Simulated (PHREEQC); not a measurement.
A solution holds 0.0073 mol NH3, 0.00046 mol Na2SiO3 and 0.099 mol K3PO4 per kg of water, at 50 °C. Closed to the air; pH follows from the charge balance.

Equilibrium calculation in PHREEQC: ion-association model, phreeqc.dat.

Task: The ionic strength comes out as 0.533 mol/kgw. What activity coefficients do H2SiO4-2, K+, OH-, PO4-3, H3SiO4- get?

Result: H2SiO4-2 0.21, K+ 0.63, OH- 0.62, PO4-3 0.017, H3SiO4- 0.63.

No solid was allowed to form. Complexes and solids missing from the database can't appear. At this temperature some constants are extrapolated from 25 °C, and those without enthalpy data are left unchanged.
